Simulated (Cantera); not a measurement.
Source: NASA polynomial tables (part measured, part estimated), evaluated in Cantera. Values are per mole of reaction as written; species without (g) are pure solids or liquids, kept so even where they would boil at 1 bar.

V2O3 + NO2(g) = NO(g) + V2O4

```
T (K)  ΔH° (kJ)  ΔS° (J/K)  ΔG° (kJ)  log10 K  condensed phases
-----  --------  ---------  --------  -------  ----------------
300           ?          ?         ?        ?  V2O3(s), V2O4(s)
1598          ?          ?         ?        ?  V2O3(s), V2O4(s)
1698          ?          ?         ?        ?  V2O3(s), V2O4(s)
1798     -139.1        9.1    -155.4     4.52  V2O3(s), V2O4(s)
1898      -25.0       71.8    -161.4     4.44  V2O3(s), V2O4(l)
1998          ?          ?         ?        ?  V2O3(s), V2O4(l)
2098      -20.6       74.1    -176.0     4.38  V2O3(s), V2O4(l)
2198      -18.8       74.9    -183.4     4.36  V2O3(s), V2O4(l)
2298      -17.5       75.5    -191.0     4.34  V2O3(s), V2O4(l)
2398     -132.2       26.5    -195.7     4.26  V2O3(l), V2O4(l)
2498     -128.8       27.8    -198.4     4.15  V2O3(l), V2O4(l)
```

**Question.** What belongs in the gaps?

**Answer.** 
- 300, ΔH° (kJ): -151.3
- 300, ΔS° (J/K): -24.1
- 300, ΔG° (kJ): -144.1
- 300, log10 K: 25.09
- 1598, ΔH° (kJ): -138.2
- 1598, ΔS° (J/K): 9.6
- 1598, ΔG° (kJ): -153.6
- 1598, log10 K: 5.02
- 1698, ΔH° (kJ): -138.6
- 1698, ΔS° (J/K): 9.4
- 1698, ΔG° (kJ): -154.5
- 1698, log10 K: 4.75
- 1998, ΔH° (kJ): -22.6
- 1998, ΔS° (J/K): 73.1
- 1998, ΔG° (kJ): -168.6
- 1998, log10 K: 4.41
